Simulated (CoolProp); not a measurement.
The numbers come from the reference Helmholtz-energy equation of state, Gao 2020 in CoolProp.

Q: For ammonia, give the phase and the Z, expansivity (1/kK), Prandtl number at 336.4 K and 3.5 MPa.

A: 
- 336.4 K and 3.5 MPa: liquid; Z 0.0394, expansivity 3.64, Prandtl number 1.27

Viscosity comes from a separate model (Fenghour 1995). Thermal conductivity comes from a separate model (Tufeu 1984).
